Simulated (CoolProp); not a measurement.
20 sccm (0 °C, 1 atm) of nitrogen bubbles through liquid hexamethyldisiloxane (MM) at 318.3 K and leaves saturated at a total pressure of 0.15 MPa (ideal gas phase). Each further row changes one setting.

Computed with CoolProp (reference Helmholtz-energy equation of state, Thol 2016).

```csv
case,vapour pressure (kPa),mole fraction of vapour,delivery (mg/min),delivery (sccm),change of delivery for a bath 1 K warmer (%)
as stated,14.3,(withheld),(withheld),(withheld),4.9
bath temperature 323.3 K,17.7,0.118,19.3,(withheld),(withheld)
total pressure 0.3 MPa,14.3,(withheld),7.25,(withheld),4.6
```

Task: Complete the blanks.

Result: 
- as stated, mole fraction of vapour: 0.0954
- as stated, delivery (mg/min): 15.3
- as stated, delivery (sccm): 2.11
- bath temperature 323.3 K, delivery (sccm): 2.67
- bath temperature 323.3 K, change of delivery for a bath 1 K warmer (%): 4.8
- total pressure 0.3 MPa, mole fraction of vapour: 0.0477
- total pressure 0.3 MPa, delivery (sccm): 1.00
